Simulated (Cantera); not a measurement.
Gas-phase reforming

An isothermal, constant-pressure homogeneous reactor starts with 41.7 % CH4, 58.3 % H2O, at 1500 K and 5.43 atm.

Computed with Cantera and GRI-Mech 3.0 (53 species, 325 reactions).

```json
[
 {"t (s)": "3.00e-6", "x CH4": "0.417", "x H2O": "0.583", "x HCO": "<1e-12", "x CH2": "3.77e-12", "x H": "2.29e-8", "x C2H6": "1.09e-8", "x C2H2": "<1e-12"},
 {"t (s)": "1.23e-5", "x CH4": "0.417", "x H2O": "0.583", "x HCO": "<1e-12", "x CH2": "5.58e-11", "x H": "2.34e-8", "x C2H6": "7.10e-7", "x C2H2": "6.26e-12"},
 {"t (s)": "5.06e-5", "x CH4": "0.417", "x H2O": "0.583", "x HCO": "<1e-12", "x CH2": "3.24e-10", "x H": "2.62e-8", "x C2H6": "2.42e-5", "x C2H2": "1.93e-9"},
 {"t (s)": "0.000208", "x CH4": "0.416", "x H2O": "0.583", "x HCO": "2.60e-12", "x CH2": "4.63e-10", "x H": "3.03e-8", "x C2H6": "0.000184", "x C2H2": "1.30e-7"},
 {"t (s)": "0.000855", "x CH4": "0.414", "x H2O": "0.583", "x HCO": "2.47e-11", "x CH2": "8.11e-10", "x H": "5.12e-8", "x C2H6": "0.000757", "x C2H2": "6.61e-6"},
 {"t (s)": "0.00351", "x CH4": "0.406", "x H2O": "0.581", "x HCO": "1.57e-10", "x CH2": "1.39e-9", "x H": "1.75e-7", "x C2H6": "0.00168", "x C2H2": "0.000400"},
 {"t (s)": "0.0144", "x CH4": "0.372", "x H2O": "0.569", "x HCO": "1.68e-10", "x CH2": "1.46e-9", "x H": "6.55e-7", "x C2H6": "0.00124", "x C2H2": "0.00833"},
 {"t (s)": "0.0593", "x CH4": "0.285", "x H2O": "0.531", "x HCO": "1.45e-10", "x CH2": "1.86e-9", "x H": "1.76e-6", "x C2H6": "0.000529", "x C2H2": "0.0360"},
 {"t (s)": "0.243", "x CH4": "0.177", "x H2O": "0.478", "x HCO": "3.56e-10", "x CH2": "2.17e-9", "x H": "3.56e-6", "x C2H6": "0.000325", "x C2H2": "0.0578"},
 {"t (s)": "1.00", "x CH4": "0.168", "x H2O": "0.417", "x HCO": "1.17e-9", "x CH2": "1.47e-9", "x H": "4.22e-6", "x C2H6": "0.000306", "x C2H2": "0.0427"}
]
```
x: mole fraction; the columns are a selection and need not sum to one.

Equilibrium at this temperature and pressure: CH4 0.000115, H2O 0.0812, HCO 1.21e-8, CH2 <1e-12, H 6.28e-6, C2H6 6.54e-11, C2H2 1.86e-9 (gas phase only).
